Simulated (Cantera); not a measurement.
A perfectly stirred reactor is fed with 2.50 % C2H4, 97.5 % H2, at 0.987 atm; it is held at 1925 K, and followed from long to short residence time.

Detailed kinetics in Cantera: GRI-Mech 3.0 (53 species, 325 reactions). GRI-Mech 3.0 was tuned for natural gas; its chemistry of ethylene as a main component is partial and can be far from experiment. GRI-Mech 3.0 stops at C3 and has no aromatics, soot or wall deposition, so with more carbon than oxygen in the feed, carbon stays in small species such as C2H2 where larger ones or solid carbon would form.

Predict: x(C2H4) at τ = 4.80 s; x(H2) at τ = 4.80 s; x(C2H) at τ = 4.80 s; x(C2H2) at τ = 4.80 s; x(C2H6) at τ = 4.80 s; x(C2H4) at τ = 64.0 ms; x(H2) at τ = 64.0 ms; x(C2H) at τ = 64.0 ms; x(C2H2) at τ = 64.0 ms; x(C2H6) at τ = 64.0 ms.


- x(C2H4) at τ = 4.80 s: 0.000227
- x(H2) at τ = 4.80 s: 0.973
- x(C2H) at τ = 4.80 s: 3.14e-7
- x(C2H2) at τ = 4.80 s: 0.0225
- x(C2H6) at τ = 4.80 s: 1.53e-7
- x(C2H4) at τ = 64.0 ms: 0.000248
- x(H2) at τ = 64.0 ms: 0.973
- x(C2H) at τ = 64.0 ms: 3.20e-7
- x(C2H2) at τ = 64.0 ms: 0.0230
- x(C2H6) at τ = 64.0 ms: 1.03e-7
